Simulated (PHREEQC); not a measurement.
A made-up water analysis in mg/L, 25 °C, pH 6.57, pe 9.2: Na 0.102; K 0.151; Ca 0.502; Mg 0.181; Cl 0.274; S(6) as SO4 0.406; Alkalinity as HCO3 2.04; O(0) (dissolved oxygen) 0.00164; N(5) as NO3 0.0621.

Valence states are taken as typed.

The numbers come from PHREEQC with the ion-association model, phreeqc.dat.

This is a speciation only: nothing precipitates in the calculation.

**Question.** What charge-balance error does the model give?

**Answer.** charge-balance error -2.4 %.

**Question.** In which forms is C present?

**Answer.** HCO3- 63 %, CO2 37 % of the C.
